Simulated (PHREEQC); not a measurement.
A column of 1 m (40 cells, dispersivity 0.035 m, 60 s a shift, diffusion coefficient 3e-10 m²/s) holds 0.014 eq of the database's cation exchanger X per kg of pore water, first in equilibrium with 0.00062 mol/kgw SrCl2 and 1e-05 mol/kgw HCl. It is flushed with 0.017 mol/kgw LiCl, 0.019 mol/kgw NH4Cl, 0.00035 mol/kgw SrCl2 and 1e-05 mol/kgw HCl, at 15 °C. Values are for the last cell. CO2 from the air is kept out. No solid was allowed to form.

Base run: PHREEQC, ion-association model, phreeqc.dat. Each further column changes one thing. The table gives NH4 in solution (mol/kgw).

```csv
pore volumes,base,exchange capacity from 0.014 to 0.007 eq/kgw,dispersivity from 0.035 to 0.07 m
0,0,0,0
0.4125,7.29e-10,5.47e-8,1.88e-6
0.9125,0.00206,0.00384,0.00368
1.312,0.00996,0.0129,0.0103
1.712,0.0146,0.0168,0.0143
2.112,0.0165,0.0180,0.0163
2.612,0.0176,0.0186,0.0174
3.013,0.0181,0.0188,0.0179
```
